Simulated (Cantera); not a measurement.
Charge: 1 mol ZrO2, 120 mol H2, equilibrated at 1775 K and 0.0970 bar.

Method: chemical equilibrium by Gibbs-energy minimisation in Cantera with the NASA 1993 tables (ideal gas, pure condensed phases). Candidate condensed phases: H2O, Zr, ZrO2; 12 gas species. Rates play no part.

Question: What is the equilibrium state?

Answer: 
```json
{
  "x(H2)": "0.999",
  "x(H)": "0.000929",
  "n(ZrO2(tetragonal))": "1.000 mol",
  "gas_amount": "120.1 mol"
}
```
